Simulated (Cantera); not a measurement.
A freely propagating, adiabatic, planar premixed flame of 18.5 % H2, 17.1 % O2, 64.4 % N2, equivalence ratio 0.54, unburnt at 500 K and 4.93 atm; mixture-averaged transport, grid criteria slope 0.08 and curve 0.16, no radiation.

Computed with Cantera and the H2/O2 subset of GRI-Mech 3.0, which has no nitrogen chemistry. The hydrogen kinetics of GRI-Mech 3.0 are dated; newer H2 mechanisms differ, most at raised pressure. Burning velocities carry a grid error of a few per cent, more on coarse grids. Lean hydrogen flames are cellular in practice and burn faster than this planar one.

x: mole fraction of selected species; z is measured from the peak of heat release.

```csv
z (mm),T (K),u (m/s),x H2,x O2,x H2O2,x H,x H2O,x HO2
-0.241,501,0.920,0.180,0.172,…,<1e-8,5.74e-5,1.88e-7
-0.161,503,0.917,0.173,0.174,…,<1e-8,0.000302,1.14e-6
-0.120,512,0.920,0.161,0.176,…,<1e-8,0.00125,5.77e-6
-0.0803,552,0.969,0.137,0.179,…,<1e-8,0.00689,4.50e-5
-0.0401,790,1.34,0.0881,0.171,0.000163,1.45e-5,0.0429,0.000499
-0.0201,1090,1.83,0.0566,0.151,0.000151,0.000396,0.0871,0.000572
0,1397,2.34,0.0286,0.124,…,0.00155,0.136,0.000331
0.0201,1594,2.67,0.0121,0.105,…,0.00190,0.167,0.000185
0.0401,1698,2.84,0.00547,0.0963,…,0.00134,0.181,0.000111
0.0803,1783,2.98,0.00179,0.0922,…,0.000456,0.189,4.82e-5
0.161,1823,3.05,0.000477,0.0918,…,7.30e-5,0.193,1.47e-5
0.321,1836,3.07,0.000109,0.0920,…,8.97e-6,0.195,4.10e-6
0.642,1840,3.07,3.54e-5,0.0921,…,1.95e-6,0.195,1.95e-6
```

Problem. Complete the blanks.

Solution. 
- -0.241, x H2O2: 1.25e-7
- -0.161, x H2O2: 7.58e-7
- -0.120, x H2O2: 3.79e-6
- -0.0803, x H2O2: 2.65e-5
- 0, x H2O2: 2.10e-5
- 0.0201, x H2O2: 4.57e-6
- 0.0401, x H2O2: 2.86e-6
- 0.0803, x H2O2: 1.60e-6
- 0.161, x H2O2: 7.51e-7
- 0.321, x H2O2: 3.18e-7
- 0.642, x H2O2: 1.72e-7
